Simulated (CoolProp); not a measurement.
Properties of toluene along the isotherm 480 K.

The numbers come from the reference Helmholtz-energy equation of state, Lemmon 2006 in CoolProp. It is a short technical equation, of lower accuracy than the large ones.

| p (kPa) | phase | cv (kJ/(kg K)) | expansivity (1/kK) | conductivity (mW/(m K)) |
|---|---|---|---|---|
| 1380 | liquid | 1.827 | 2.091 | 87.0 |
| 2750 | liquid | 1.827 | 1.982 | 88.0 |
| 4130 | liquid | 1.826 | 1.889 | 89.0 |
| 5500 | liquid | 1.826 | 1.809 | 89.9 |
| 6880 | liquid | 1.826 | [?] | 90.8 |
| 8250 | liquid | 1.826 | 1.676 | 91.7 |
| 9630 | liquid | 1.826 | 1.620 | 92.6 |
| 11000 | liquid | 1.826 | 1.570 | 93.4 |
| 12400 | liquid | 1.826 | 1.523 | 94.2 |
| 13800 | liquid | 1.826 | 1.481 | 95.0 |
| 15100 | liquid | 1.826 | 1.445 | 95.7 |
| 16500 | liquid | 1.827 | [?] | 96.5 |
| 17900 | liquid | 1.827 | [?] | 97.3 |
| 19300 | liquid | 1.827 | 1.344 | 98.0 |
| 20600 | liquid | 1.827 | 1.317 | 98.7 |

What belongs in the gaps?


- 6880, expansivity (1/kK): 1.738
- 16500, expansivity (1/kK): 1.409
- 17900, expansivity (1/kK): 1.375

Thermal conductivity comes from a separate model (Assael 2012).
